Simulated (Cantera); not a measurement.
Mixture: CO : H2 : CH4 : O2 : N2 = 1 : 0.95 : 0.77 : 1.4 : 6.29 (molar parts), at 1.00 bar, adiabatic and at constant pressure. Ignition delay is the time to a rise of 400 K.

Computed with Cantera and GRI-Mech 3.0 (53 species, 325 reactions).

### Question
Predict: delay at 1075 K; delay at 1275 K; delay at 1475 K; delay at 1675 K; delay at 1875 K; apparent activation energy between 1675 and 1875 K.

### Answer
| Item | Result |
|---|---|
| delay at 1075 K | 3.58 ms |
| delay at 1275 K | 0.631 ms |
| delay at 1475 K | 0.168 ms |
| delay at 1675 K | 63.3 µs |
| delay at 1875 K | 29.2 µs |
| apparent activation energy between 1675 and 1875 K | 100 kJ/mol |
